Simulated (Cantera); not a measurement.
Input: 1 mol SiCl₄, 24 mol N₂, 17 mol H₂, 0.0031 mol HF, equilibrated at 14.0 mbar.

Method: chemical equilibrium by Gibbs-energy minimisation in Cantera with the NASA 1993 tables (ideal gas, pure condensed phases). Candidate condensed phases: NH₄Cl, Si, Si₃N₄; 49 gas species. N₂ is the only nitrogen source here; it is nearly inert below about 1500 K, so the nitride shown seldom forms there in practice. Kinetics and transport are ignored.

What share of the Si ends up in condensed phases as a function of T (K), at 1075, 1175, 1275, 1375, 1475, 1575, 1675, 1775?


```tsv
T (K)	Si condensed (%)	as
1075	99.8	Si₃N₄(s)
1175	99.8	Si₃N₄(s)
1275	99.5	Si₃N₄(s)
1375	98.0	Si₃N₄(s)
1475	92.1	Si₃N₄(s)
1575	75.9	Si₃N₄(s)
1675	47.2	Si₃N₄(s)
1775	12.8	Si₃N₄(s)
```
